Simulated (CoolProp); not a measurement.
A simple Rankine cycle with R142b: condensing at 303.15 K, boiler at 1.16 MPa, turbine inlet 469 K, turbine efficiency 0.85, pump efficiency 0.8, no recuperator. Each further row changes one setting.

Computed with CoolProp (reference Helmholtz-energy equation of state, Lemmon 2006). It is a short technical equation, of lower accuracy than the large ones.

| case | thermal efficiency (%) | net work (kJ/kg) | heat in (kJ/kg) | turbine exit temperature (K) | volume ratio over the turbine |
|---|---|---|---|---|---|
| as stated | … | … | 359 | 433.2 | 2.83 |
| condensing temperature 295.15 K | … | … | 369 | 425.7 | 3.57 |
| boiler pressure 0.812 MPa | 6.1 | … | … | 445.3 | 2.00 |
| turbine efficiency 0.75 | … | 27.9 | 359 | 436.8 | 2.86 |

Problem. Complete the blanks.

Solution. 
- as stated, thermal efficiency (%): 8.8
- as stated, net work (kJ/kg): 31.7
- condensing temperature 295.15 K, thermal efficiency (%): 10.5
- condensing temperature 295.15 K, net work (kJ/kg): 38.7
- boiler pressure 0.812 MPa, net work (kJ/kg): 22.0
- boiler pressure 0.812 MPa, heat in (kJ/kg): 362
- turbine efficiency 0.75, thermal efficiency (%): 7.8
